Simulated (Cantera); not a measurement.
A perfectly stirred reactor is fed with 9.51 % CH4, 19.0 % O2, 71.5 % N2, equivalence ratio 1.0, at 100000 Pa; it is adiabatic with a 400 K inlet, and is followed from long to short residence time, starting on the burning branch (τ in s: 0.037, 0.021, 0.012, 0.0069, 0.0039, 0.0022, 0.0013, 0.00073, 0.00042, 0.00024, 0.00014, 7.8e-05).

Model: GRI-Mech 3.0 (53 species, 325 reactions), integrated in Cantera.

x: mole fraction; the columns are a selection and need not sum to one.

```json
[
 {"τ (s)": "0.037", "T (K)": "2243", "x CH4": "7.32e-6", "x O2": "0.00796", "x HCO": "7.70e-8", "x HO2": "1.03e-6", "x CO": "0.0136", "x HCN": "5.41e-7", "x CH2O": "1.26e-6"},
 {"τ (s)": "0.021", "T (K)": "2226", "x CH4": "?", "x O2": "?", "x HCO": "?", "x HO2": "?", "x CO": "?", "x HCN": "?", "x CH2O": "?"},
 {"τ (s)": "0.012", "T (K)": "2204", "x CH4": "1.69e-5", "x O2": "0.0100", "x HCO": "2.30e-7", "x HO2": "1.47e-6", "x CO": "0.0164", "x HCN": "7.21e-7", "x CH2O": "2.80e-6"},
 {"τ (s)": "0.0069", "T (K)": "2178", "x CH4": "2.50e-5", "x O2": "0.0113", "x HCO": "3.92e-7", "x HO2": "1.84e-6", "x CO": "0.0182", "x HCN": "8.02e-7", "x CH2O": "4.03e-6"},
 {"τ (s)": "0.0039", "T (K)": "2145", "x CH4": "3.75e-5", "x O2": "0.0129", "x HCO": "6.78e-7", "x HO2": "2.37e-6", "x CO": "0.0203", "x HCN": "8.85e-7", "x CH2O": "5.81e-6"},
 {"τ (s)": "0.0022", "T (K)": "2107", "x CH4": "5.72e-5", "x O2": "0.0146", "x HCO": "1.17e-6", "x HO2": "3.09e-6", "x CO": "0.0225", "x HCN": "9.75e-7", "x CH2O": "8.42e-6"},
 {"τ (s)": "0.0013", "T (K)": "2069", "x CH4": "8.55e-5", "x O2": "0.0164", "x HCO": "1.92e-6", "x HO2": "3.95e-6", "x CO": "0.0246", "x HCN": "1.07e-6", "x CH2O": "1.20e-5"},
 {"τ (s)": "0.00073", "T (K)": "2024", "x CH4": "0.000137", "x O2": "0.0184", "x HCO": "3.31e-6", "x HO2": "5.19e-6", "x CO": "0.0271", "x HCN": "1.22e-6", "x CH2O": "1.80e-5"},
 {"τ (s)": "0.00042", "T (K)": "1978", "x CH4": "0.000221", "x O2": "0.0206", "x HCO": "5.57e-6", "x HO2": "6.76e-6", "x CO": "0.0296", "x HCN": "1.41e-6", "x CH2O": "2.73e-5"},
 {"τ (s)": "0.00024", "T (K)": "1929", "x CH4": "?", "x O2": "?", "x HCO": "?", "x HO2": "?", "x CO": "?", "x HCN": "?", "x CH2O": "?"},
 {"τ (s)": "0.00014", "T (K)": "1878", "x CH4": "0.000681", "x O2": "0.0269", "x HCO": "1.61e-5", "x HO2": "1.25e-5", "x CO": "0.0367", "x HCN": "2.22e-6", "x CH2O": "7.31e-5"},
 {"τ (s)": "7.8e-5", "T (K)": "1807", "x CH4": "0.00157", "x O2": "0.0340", "x HCO": "3.01e-5", "x HO2": "2.22e-5", "x CO": "0.0441", "x HCN": "3.35e-6", "x CH2O": "0.000151"}
]
```

Problem. What belongs in the gaps?

Solution. 
- 0.021, x CH4: 1.12e-5
- 0.021, x O2: 0.00889
- 0.021, x HCO: 1.33e-7
- 0.021, x HO2: 1.21e-6
- 0.021, x CO: 0.0148
- 0.021, x HCN: 6.35e-7
- 0.021, x CH2O: 1.91e-6
- 0.00024, x CH4: 0.000378
- 0.00024, x O2: 0.0233
- 0.00024, x HCO: 9.49e-6
- 0.00024, x HO2: 9.00e-6
- 0.00024, x CO: 0.0327
- 0.00024, x HCN: 1.72e-6
- 0.00024, x CH2O: 4.36e-5
